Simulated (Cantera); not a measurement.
Feed: 1 mol SiC, 0.63 mol N₂O, 13 mol N₂, 0.032 mol H₂O, at 2.20 bar.

Method: chemical equilibrium by Gibbs-energy minimisation in Cantera with the NASA 1993 tables (ideal gas, pure condensed phases). Candidate condensed phases: C, C₆H₆, C₇H₈, C₈H₁₈, H₂O, Si, SiC, SiO₂, Si₂N₂O, Si₃N₄; 151 gas species. Mutual solubility and eutectic melting of coexisting phases are not modelled. Kinetics and transport are ignored.

**Question.** Which condensed phases are stable at each of these points (T (°C)): 1327, 1377, 1427, 1477, 1527, 1577, 1627, 1677?

**Answer.** 
```json
[
 {"T (°C)": "1327", "condensed phases": "C(graphite) + Si₂N₂O(s)", "Si condensed (%)": "100.0"},
 {"T (°C)": "1377", "condensed phases": "C(graphite) + Si₂N₂O(s)", "Si condensed (%)": "100.0"},
 {"T (°C)": "1427", "condensed phases": "C(graphite) + Si₂N₂O(s)", "Si condensed (%)": "100.0"},
 {"T (°C)": "1477", "condensed phases": "C(graphite) + Si₂N₂O(s)", "Si condensed (%)": "100.0"},
 {"T (°C)": "1527", "condensed phases": "C(graphite) + Si₂N₂O(s)", "Si condensed (%)": "99.9"},
 {"T (°C)": "1577", "condensed phases": "C(graphite) + SiC(s) + Si₂N₂O(s)", "Si condensed (%)": "99.9"},
 {"T (°C)": "1627", "condensed phases": "SiC(s) + Si₂N₂O(s)", "Si condensed (%)": "99.6"},
 {"T (°C)": "1677", "condensed phases": "SiC(s) + Si₂N₂O(s)", "Si condensed (%)": "99.0"}
]
```

From 1327 °C to 1527 °C the condensed part is C(graphite) + Si₂N₂O(s). At 1577 °C the condensed part is C(graphite) + SiC(s) + Si₂N₂O(s). From 1627 °C to 1677 °C the condensed part is SiC(s) + Si₂N₂O(s).
